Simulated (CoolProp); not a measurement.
R124 at 310 K and 0.0727 MPa is throttled through a valve to 0.0417 MPa with no heat exchange. Each further row changes one setting.

Values from CoolProp's reference Helmholtz-energy equation of state, de Vries 1995.

```csv
case,temperature change (K),final density (kg/m³)
as stated,-0.6,2.23
outlet pressure 0.0125 MPa,-1.2,0.666
outlet pressure 0.0542 MPa,-0.4,2.91
```
